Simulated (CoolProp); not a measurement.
The numbers come from the reference Helmholtz-energy equation of state, Lemmon 2005 in CoolProp.

Task: Give the vapour pressure (kPa), enthalpy of vaporisation (kJ/kg), vapour Z, liquid viscosity (µPa s) of saturated R125 at 225.5 K.

Result: 
| T (K) | p (kPa) | enthalpy of vaporisation (kJ/kg) | vapour Z | liquid viscosity (µPa s) |
|---|---|---|---|---|
| 225.5 | 104 | 164 | 0.956 | 408 |

Viscosity comes from a separate model (Huber 2006).
